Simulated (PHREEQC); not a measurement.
HNO3 is added in steps, without added water, to 1 kg of water holding 0.0012 mol NiSO4, 9.6e-05 mol MgSO4 and 0.00011 mol NaH2PO4, at 25 °C. Oxygen alone is held at its pressure in air (log pO2 = -0.68). No CO2 enters from the air. Only these solids could form: Brucite, Ni(OH)2, Ni3(PO4)2, Ni4(OH)6SO4, Mirabilite, Epsomite, Morenosite.

Base run: PHREEQC, ion-association model, wateq4f.dat. Each further column changes one thing. The table gives H3PO4 (mol/kgw).

```
HNO3 added (mol)     base  NiSO4 left out  diluted 10-fold with water  temperature from 25 to 75 °C  no solid may form
----------------  -------  --------------  --------------------------  ----------------------------  -----------------
0                 3.96e-8         4.12e-8                     1.21e-9                    (withheld)            3.96e-8
0.0005833         6.97e-6         7.97e-6                  (withheld)                       9.61e-6            6.97e-6
0.001167          1.31e-5         1.47e-5                     1.48e-6                       1.79e-5            1.31e-5
0.00175           1.85e-5         2.05e-5                     2.06e-6                       2.50e-5            1.85e-5
0.002333          2.33e-5         2.55e-5                     2.57e-6                       3.12e-5            2.33e-5
0.002917          2.76e-5         2.99e-5                  (withheld)                       3.66e-5            2.76e-5
0.0035            3.15e-5         3.39e-5                     3.41e-6                       4.14e-5            3.15e-5
0.004083          3.50e-5         3.74e-5                  (withheld)                       4.55e-5            3.50e-5
0.004667          3.82e-5         4.06e-5                     4.08e-6                       4.92e-5            3.82e-5
0.00525           4.12e-5         4.35e-5                     4.37e-6                       5.26e-5            4.12e-5
0.005833          4.38e-5         4.61e-5                     4.63e-6                       5.55e-5            4.38e-5
0.006417          4.63e-5         4.86e-5                     4.87e-6                       5.82e-5            4.63e-5
0.007             4.86e-5         5.08e-5                     5.10e-6                       6.06e-5            4.86e-5
```

Some entries are withheld; supply them.


- 0, temperature from 25 to 75 °C: 7.52e-8
- 0.0005833, diluted 10-fold with water: 8.05e-7
- 0.002917, diluted 10-fold with water: 3.01e-6
- 0.004083, diluted 10-fold with water: 3.76e-6

H3PO4, which wateq4f.dat lacks, is added to it with the constant of phreeqc.dat. The database has no phosphate complexes of Ni. Away from 25 °C the constants follow the database's enthalpies or fits; those with neither stay at their 25 °C values. Solids allowed in the column 'NiSO4 left out': Brucite, Mirabilite, Epsomite.
